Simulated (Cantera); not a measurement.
A closed system holds: 1 mol TiO₂, 1.6 mol Cl₂, 1.6 mol O₂, equilibrated at 0.120 bar.

Cantera equilibrium calculation (NASA polynomials, part measured and part estimated; ideal gas, pure solids and liquids). Candidate condensed phases: Ti, TiCl₂, TiCl₃, TiCl₄, TiO, TiO₂, Ti₂O₃, Ti₃O₅, Ti₄O₇; 15 gas species. Condensed phases not in the tables: TiOCl. Equilibrium is a limit: real reactors are often held back by kinetics, nucleation or transport.

Over these rows the condensed part is TiO₂(rutile). Partial pressures as log10 of bar:

```tsv
T (K)	1000/T (1/K)	log p TiCl₄	log p O₂	log p Cl₂	log p Cl
1175	0.8511	-6.12	-1.22	-1.23	-3.05
1225	0.8163	-5.80	-1.22	-1.23	-2.83
1275	0.7843	-5.52	-1.23	-1.24	-2.62
1325	0.7547	-5.26	-1.23	-1.24	-2.43
1375	0.7273	-5.03	-1.23	-1.25	-2.26
1425	0.7018	?	-1.24	-1.27	-2.10
```

Q: Fit log p(TiCl₄) = a + b·(1000/T) to the five rows, give the apparent enthalpy, and predict the row at 1425 K.

A: Means: 1000/T = 0.7867, log p = -5.546. Sxy = -0.084349, Sxx = 0.0095816, so b = -8.80 and a = -5.546 − (-8.80)×0.7867 = 1.38.
Apparent enthalpy: −19.145 × (-8.80) = 168 kJ/mol. With the condensed phases at unit activity, TiO₂(rutile) + 2 Cl₂(g) = TiCl₄(g) + O₂(g) links this pressure to the main gases: over the six rows their terms move log p by -0.06 in all, so the slope is close to that reaction's ΔH°. The five rows lie within 0.01 of the line.
Prediction at 1425 K: 1.38 + (-8.80)×0.7018 = -4.80. The computed value is -4.82, 0.02 from the line.
